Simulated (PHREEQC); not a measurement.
Consider water at 25 °C with 0.0024 mol/kgw MgSO4, 9.4e-05 mol/kgw Sr(OH)2, 8.3e-05 mol/kgw Ca(NO3)2 and 0.00027 mol/kgw HCl. Closed to the air; pH follows from the charge balance.

All values are PHREEQC results (ion-association model, wateq4f.dat), not measurements.

Each row changes one thing in this solution. No solid was allowed to form.

| case | pH | ionic strength (mol/kgw) | Sr+2 (mol/kgw) | Ca+2 (mol/kgw) | SI of Portlandite (Ca(OH)2) |
|---|---|---|---|---|---|
| as made | 4.18 | 0.00838 | 7.97e-5 | 7.01e-5 | -18.76 |
| HCl from 0.00027 to 0.000135 mol/kgw | 9.51 | 0.00828 | 7.96e-5 | 7.00e-5 | -8.10 |
| temperature from 25 to 40 °C | 4.19 | 0.00790 | 7.84e-5 | 6.94e-5 | … |
| temperature from 25 to 50 °C | 4.21 | … | 7.77e-5 | 6.90e-5 | -16.95 |
| 0.0042 mol/kgw KCl added | 4.18 | 0.0127 | 8.13e-5 | 7.16e-5 | -18.78 |
| diluted 100-fold with water | 6.09 | … | 9.36e-7 | 8.26e-7 | -16.73 |
| MgSO4 from 0.0024 to 0.0012 mol/kgw | 4.15 | 0.00475 | 8.45e-5 | 7.44e-5 | -18.76 |
| MgSO4 left out | 4.10 | 0.000613 | 9.40e-5 | 8.30e-5 | -18.73 |
| HCl from 0.00027 to 0.000405 mol/kgw | … | 0.00850 | 7.98e-5 | 7.03e-5 | -19.61 |

Question: Fill in the missing entries.

Answer: 
- temperature from 25 to 40 °C, SI of Portlandite (Ca(OH)2): -17.65
- temperature from 25 to 50 °C, ionic strength (mol/kgw): 0.00757
- diluted 100-fold with water, ionic strength (mol/kgw): 0.000102
- HCl from 0.00027 to 0.000405 mol/kgw, pH: 3.75

Complexes and solids missing from the database can't appear. Away from 25 °C the constants follow the database's enthalpies or fits; those with neither stay at their 25 °C values.
